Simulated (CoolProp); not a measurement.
Saturation properties of C2F6 (R116).

Model: reference Helmholtz-energy equation of state, Lemmon 2006, in CoolProp. It is a short technical equation, of lower accuracy than the large ones.

```json
[
 {"T (K)": "208.3", "p (bar)": "1.961", "liquid density (kg/m³)": "1545", "liquid cp (kJ/(kg K))": "0.9775", "surface tension (mN/m)": "9.26", "liquid viscosity (µPa s)": "334", "vapour viscosity (µPa s)": "9.71"},
 {"T (K)": "210.4", "p (bar)": "2.158", "liquid density (kg/m³)": "1535", "liquid cp (kJ/(kg K))": "0.9837", "surface tension (mN/m)": "8.98", "liquid viscosity (µPa s)": "322", "vapour viscosity (µPa s)": "9.80"},
 {"T (K)": "212.6", "p (bar)": "2.381", "liquid density (kg/m³)": "1524", "liquid cp (kJ/(kg K))": "0.9904", "surface tension (mN/m)": "8.69", "liquid viscosity (µPa s)": "310", "vapour viscosity (µPa s)": "9.90"},
 {"T (K)": "214.7", "p (bar)": "2.610", "liquid density (kg/m³)": "1514", "liquid cp (kJ/(kg K))": "0.9970", "surface tension (mN/m)": "8.42", "liquid viscosity (µPa s)": "300", "vapour viscosity (µPa s)": "10.00"},
 {"T (K)": "216.8", "p (bar)": "2.855", "liquid density (kg/m³)": "1504", "liquid cp (kJ/(kg K))": "1.004", "surface tension (mN/m)": "8.14", "liquid viscosity (µPa s)": "289", "vapour viscosity (µPa s)": "10.1"},
 {"T (K)": "218.9", "p (bar)": "3.117", "liquid density (kg/m³)": "1493", "liquid cp (kJ/(kg K))": "1.011", "surface tension (mN/m)": "7.87", "liquid viscosity (µPa s)": "279", "vapour viscosity (µPa s)": "10.2"},
 {"T (K)": "221.1", "p (bar)": "3.410", "liquid density (kg/m³)": "1482", "liquid cp (kJ/(kg K))": "1.018", "surface tension (mN/m)": "7.58", "liquid viscosity (µPa s)": "269", "vapour viscosity (µPa s)": "10.3"},
 {"T (K)": "223.2", "p (bar)": "3.710", "liquid density (kg/m³)": "1471", "liquid cp (kJ/(kg K))": "1.026", "surface tension (mN/m)": "7.31", "liquid viscosity (µPa s)": "260", "vapour viscosity (µPa s)": "10.4"},
 {"T (K)": "225.3", "p (bar)": "4.028", "liquid density (kg/m³)": "1461", "liquid cp (kJ/(kg K))": "1.034", "surface tension (mN/m)": "7.05", "liquid viscosity (µPa s)": "251", "vapour viscosity (µPa s)": "10.5"},
 {"T (K)": "227.5", "p (bar)": "4.383", "liquid density (kg/m³)": "1449", "liquid cp (kJ/(kg K))": "1.042", "surface tension (mN/m)": "6.77", "liquid viscosity (µPa s)": "242", "vapour viscosity (µPa s)": "10.6"},
 {"T (K)": "229.6", "p (bar)": "4.744", "liquid density (kg/m³)": "1438", "liquid cp (kJ/(kg K))": "1.050", "surface tension (mN/m)": "6.50", "liquid viscosity (µPa s)": "234", "vapour viscosity (µPa s)": "10.7"},
 {"T (K)": "231.7", "p (bar)": "5.126", "liquid density (kg/m³)": "1426", "liquid cp (kJ/(kg K))": "1.059", "surface tension (mN/m)": "6.24", "liquid viscosity (µPa s)": "226", "vapour viscosity (µPa s)": "10.8"},
 {"T (K)": "233.8", "p (bar)": "5.531", "liquid density (kg/m³)": "1415", "liquid cp (kJ/(kg K))": "1.068", "surface tension (mN/m)": "5.98", "liquid viscosity (µPa s)": "218", "vapour viscosity (µPa s)": "10.9"}
]
```

It boils at 195.1 K under 1 atm.

Viscosity comes from a separate model (Huber 2003), an estimate that may be off by 10 % or more. Surface tension comes from a separate correlation (Mulero 2012).
